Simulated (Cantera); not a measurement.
Cantera run:

```python
import numpy as np
import cantera as ct

gas_names = """
    C CO CO2 C2 C2O C3 C3O2 C4 C5 Cu CuO Cu2 O O2 O3
""".split()
cond_names = """
    C(gr) Cu(cr) Cu(L) CuO(s) Cu2O(s) Cu2O(L)
""".split()


def load(file, names, dense=False):
    # The tables refer to 1 bar. Condensed volumes are neglected.
    table = {s.name: s for s in ct.Species.list_from_file(file)}
    out = []
    for n in names:
        d = dict(table[n].input_data)
        d["thermo"] = dict(d["thermo"], **{"reference-pressure": 1e5})
        if dense:
            d["equation-of-state"] = {"model": "constant-volume", "density": "1e6 g/cm^3"}
        out.append(ct.Species.from_dict(d))
    return out


gas = ct.Solution(thermo="ideal-gas", species=load("nasa_gas.yaml", gas_names))
cond = {s.name: ct.Solution(thermo="fixed-stoichiometry", species=[s], name=s.name)
        for s in load("nasa_condensed.yaml", cond_names, dense=True)}
atoms = {
    'Cu2O': {'Cu': 2, 'O': 1},
    'CO': {'C': 1, 'O': 1},
}
top_T = {'C(gr)': 4500, 'CuO(s)': 1390}  # K; cautious upper limits of use, not melting points


def equilibrate(T, P, feed):
    n = {}
    for name, mol in feed.items():
        for a, k in atoms[name].items():
            n[a] = n.get(a, 0.0) + k * mol
    gas.TPX = T, P, n
    mass = sum(n.values()) * gas.mean_molecular_weight
    gas.equilibrate("TP")
    valid = [c for c in cond.values() if c.min_temp <= T <= top_T.get(c.name, c.max_temp)]
    mix = ct.Mixture([(gas, mass / gas.mean_molecular_weight)] + [(c, 0.0) for c in valid])
    mix.T, mix.P = T, P
    mix.equilibrate("TP", solver="vcs", rtol=1e-11, max_steps=5000)
    return mix


results = []
feed = {'Cu2O': 1, 'CO': 1.2}  # mol
P = 8200  # Pa
for T in [875, 975, 1075, 1175, 1275, 1375, 1475, 1575, 1675, 1775, 1875, 1975, 2075]:
    mix = equilibrate(T, P, feed)
    results.append((T, P, feed, dict(zip(mix.species_names, mix.species_moles))))

top = {s: max(r[3][s] / sum(r[3][g] for g in gas_names) for r in results) for s in gas_names}
cols = sorted((s for s in top if top[s] > 1e-05), key=lambda s: -top[s])[:9]
seen = [c for c in cond_names if any(r[3].get(c, 0) > 1e-12 for r in results)]
print("log10 of partial pressures in bar; condensed amounts in mol")
print(f"{'T/K':>10s}" + "".join(f"{s[:9]:>10s}" for s in cols + seen))
for T, P, feed, n in results:
    ng = sum(n[g] for g in gas_names)
    print(f"{T:10.4g}" + "".join(f"{np.log10(max(n[s] / ng * P / 1e5, 1e-99)):10.3f}" for s in cols)
          + "".join(f"{n.get(c, 0):10.4g}" for c in seen))
```

Output:

```
log10 of partial pressures in bar; condensed amounts in mol
       T/K       CO2        CO        Cu        O2       Cu2         O       CuO    Cu(cr)     Cu(L)
       875    -1.165    -1.864   -13.299   -23.254   -20.118   -23.314   -24.842         2         0
       975    -1.165    -1.864   -11.254   -19.790   -17.205   -20.037   -21.256         2         0
      1075    -1.165    -1.864    -9.593   -16.974   -14.844   -17.369   -18.343         2         0
      1175    -1.165    -1.864    -8.218   -14.641   -12.893   -15.156   -15.931         2         0
      1275    -1.165    -1.864    -7.063   -12.676   -11.256   -13.290   -13.902         2         0
      1375    -1.165    -1.864    -6.085   -11.000    -9.877   -11.696   -12.180         0         2
      1475    -1.165    -1.864    -5.271    -9.554    -8.749   -10.319   -10.724         0         2
      1575    -1.166    -1.864    -4.563    -8.293    -7.771    -9.117    -9.457         0         2
      1675    -1.166    -1.865    -3.942    -7.185    -6.914    -8.059    -8.344         0     1.998
      1775    -1.168    -1.866    -3.394    -6.204    -6.159    -7.121    -7.361         0     1.994
      1875    -1.172    -1.871    -2.905    -5.329    -5.488    -6.283    -6.485         0     1.981
      1975    -1.184    -1.881    -2.468    -4.548    -4.890    -5.533    -5.703         0     1.948
      2075    -1.216    -1.902    -2.075    -3.860    -4.352    -4.864    -5.006         0     1.861
```

Cantera equilibrium calculation (NASA polynomials, part measured and part estimated; ideal gas, pure solids and liquids).
